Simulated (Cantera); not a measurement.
## Equilibrium for metals in furnace atmospheres: Pb + NH3 + H2

Feed: 1 mol Pb, 0.34 mol NH3, 150 mol H2, at 1900 K and 101000 Pa.

Equilibrium computed with Cantera from the NASA thermochemical tables; the gas is ideal and each condensed phase is pure. Candidate condensed phases: Pb; 11 gas species. The numbers say what is thermodynamically allowed, not how fast it happens.

| Item | Value |
|---|---|
| x(H2) | 0.992 |
| x(Pb) | 0.00659 |
| x(N2) | 0.00112 |
| x(H) | 0.000785 |
| gas amount | 151.7 mol |
| log10 activity of Pb(l) (absent) | -1.88 |
